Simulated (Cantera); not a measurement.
Input: 1 mol SiC, 0.012 mol N₂O, 12 mol H₂, equilibrated at 1300 °C and 1 atm.

These are equilibrium values from Cantera (NASA tables, ideal gas, pure condensed phases), not measurements of a reactor. Candidate condensed phases: C, C₆H₆, C₇H₈, C₈H₁₈, H₂O, Si, SiC, SiO₂, Si₂N₂O, Si₃N₄; 151 gas species. Mutual solubility and eutectic melting of coexisting phases are not modelled. Kinetics and transport are ignored.

Base state: H₂ 0.998, N₂ 0.000555, CO 0.000524, CH₄ 0.000378, H 4.04e-5, SiO 3.29e-5 (mole fractions); condensed: SiC(s) + Si₂N₂O(s).

Q: What changes in the equilibrium state with this change: pressure from 1 atm to 5.40e-5 bar?

A: 
```csv
species,before,after
H₂,0.998,0.992
H,4.04e-5,0.00552
N₂,0.000555,0.000993
SiO,3.29e-5,0.000416
CH₄,0.000378,5.89e-9
Si,2.55e-9,0.000162
CO,0.000524,0.000579
"SiC(s), mol",0.989,0.993
"Si₂N₂O(s), mol",0.00528,0
```
